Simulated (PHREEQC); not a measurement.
1 kg of water holding 0.34 mol/kgw Na2SO4 and 1.9 mol/kgw NaCl meets 20 L of dry gas (CO2 1 by moles) at fixed total pressure, at 60 °C; fugacities by Peng-Robinson. The gases take part in no redox reaction, some water evaporates into the gas, and hydrates or a liquid gas phase aren't modelled. No solid was allowed to form.

Equilibrium calculation in PHREEQC: Pitzer model, pitzer.dat.

Q: Predict dissolved CO2 (all carbonate carbon) (mol/kgw), φ of CO2, pH at P (atm) = 10, 30, 200.

A: 
| P (atm) | dissolved CO2 (all carbonate carbon) (mol/kgw) | φ of CO2 | pH |
|---|---|---|---|
| 10 | 0.0989 | 0.961 | 3.74 |
| 30 | 0.273 | 0.887 | 3.52 |
| 200 | 0.750 | 0.447 | 3.27 |

In brines, pH and single-ion activities rest on the MacInnes convention. Constants without temperature data keep their 25 °C values here.
